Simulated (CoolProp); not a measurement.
Aqueous calcium chloride as a coolant, at 11 °C, 1 atm.

The numbers come from the Melinder's fits for secondary coolants in CoolProp.

```json
[
 {"mass %": "5.1", "freezing point (°C)": "-2.4", "viscosity (mPa s)": "1.43", "conductivity (W/(m K))": "0.578", "density (kg/m³)": "1042", "Prandtl number": "9.58"},
 {"mass %": "7.3", "freezing point (°C)": "-3.8", "viscosity (mPa s)": "1.51", "conductivity (W/(m K))": "(withheld)", "density (kg/m³)": "1062", "Prandtl number": "9.81"},
 {"mass %": "9.5", "freezing point (°C)": "(withheld)", "viscosity (mPa s)": "1.60", "conductivity (W/(m K))": "0.573", "density (kg/m³)": "1082", "Prandtl number": "10.1"},
 {"mass %": "11.8", "freezing point (°C)": "-7.5", "viscosity (mPa s)": "1.71", "conductivity (W/(m K))": "0.571", "density (kg/m³)": "1104", "Prandtl number": "10.5"},
 {"mass %": "14", "freezing point (°C)": "-9.9", "viscosity (mPa s)": "1.85", "conductivity (W/(m K))": "0.568", "density (kg/m³)": "1125", "Prandtl number": "(withheld)"},
 {"mass %": "16.2", "freezing point (°C)": "-12.6", "viscosity (mPa s)": "2.01", "conductivity (W/(m K))": "0.566", "density (kg/m³)": "1146", "Prandtl number": "11.6"},
 {"mass %": "18.4", "freezing point (°C)": "(withheld)", "viscosity (mPa s)": "2.20", "conductivity (W/(m K))": "0.563", "density (kg/m³)": "1167", "Prandtl number": "12.3"},
 {"mass %": "20.7", "freezing point (°C)": "(withheld)", "viscosity (mPa s)": "2.45", "conductivity (W/(m K))": "0.561", "density (kg/m³)": "1190", "Prandtl number": "(withheld)"},
 {"mass %": "22.9", "freezing point (°C)": "-23.9", "viscosity (mPa s)": "2.73", "conductivity (W/(m K))": "0.558", "density (kg/m³)": "(withheld)", "Prandtl number": "14.6"},
 {"mass %": "25.1", "freezing point (°C)": "-29.3", "viscosity (mPa s)": "3.08", "conductivity (W/(m K))": "0.555", "density (kg/m³)": "1234", "Prandtl number": "16.1"},
 {"mass %": "27.4", "freezing point (°C)": "(withheld)", "viscosity (mPa s)": "3.54", "conductivity (W/(m K))": "0.552", "density (kg/m³)": "1258", "Prandtl number": "18.1"}
]
```

Problem. Fill in the missing entries.

Solution. 
- 7.3, conductivity (W/(m K)): 0.575
- 9.5, freezing point (°C): -5.4
- 14, Prandtl number: 11.0
- 18.4, freezing point (°C): -15.7
- 20.7, freezing point (°C): -19.5
- 20.7, Prandtl number: 13.3
- 22.9, density (kg/m³): 1212
- 27.4, freezing point (°C): -36.7
